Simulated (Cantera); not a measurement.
## Counterflow diffusion flame

A counterflow diffusion flame at 1.01 bar, nozzles 20 mm apart: fuel side 100 % H2 at 525 K, oxidiser side 18.0 % O2, 82.0 % N2 at 650 K, fuel mass flux 0.3 times the oxidiser's; mixture-averaged transport, no radiation.

Model: the H2/O2 subset of GRI-Mech 3.0, which has no nitrogen chemistry, integrated in Cantera. The maximum strain rate includes the flame's own expansion and is several times the mean.

| oxidiser flux (kg/m²/s) | max strain (1/s) | mean strain (1/s) | T max (K) | peak x OH | peak x H | peak x H2O | peak x HO2 |
|---|---|---|---|---|---|---|---|
| 0.61 | 1010 | 252 | 2352 | 0.0176 | 0.0180 | 0.243 | 4.93e-5 |
| 0.82 | 1350 | 339 | 2310 | 0.0176 | 0.0199 | 0.240 | 5.88e-5 |
| 1.1 | 1800 | 455 | 2275 | 0.0179 | 0.0223 | 0.238 | 6.83e-5 |
| 1.5 | 2440 | 620 | 2225 | 0.0177 | 0.0246 | 0.236 | 7.85e-5 |
| 2 | 3220 | 827 | 2177 | 0.0175 | 0.0271 | 0.234 | 8.89e-5 |
| 2.7 | 4320 | 1120 | 2127 | 0.0172 | 0.0299 | 0.232 | 0.000100 |
| 3.6 | 5760 | 1490 | 2076 | 0.0168 | 0.0328 | 0.230 | 0.000111 |
| 4.8 | 7670 | 1980 | 2028 | 0.0163 | 0.0359 | 0.228 | 0.000122 |
| 6.4 | 10300 | 2650 | 1972 | 0.0156 | 0.0385 | 0.225 | 0.000131 |
x: mole fraction; the columns are a selection and need not sum to one.
